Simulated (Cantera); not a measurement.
Charge: 1 mol CH3SiH3, 0.98 mol C2H4, 2.2 mol H2, held at 975 °C and 0.160 bar.

Cantera equilibrium calculation (NASA polynomials, part measured and part estimated; ideal gas, pure solids and liquids). Candidate condensed phases: C, C6H6, C7H8, C8H18, Si, SiC; 87 gas species. The feed counts by its element totals alone. Rates play no part.

Q: What is the equilibrium state?

A: 
- x(H2) = 0.998
- x(CH4) = 0.00178
- x(H) = 1.17e-6
- n(C(graphite)) = 1.95 mol
- n(SiC(s)) = 1.00 mol
- gas amount = 7.147 mol
- log10 activity of Si(s) (absent) = -2.65
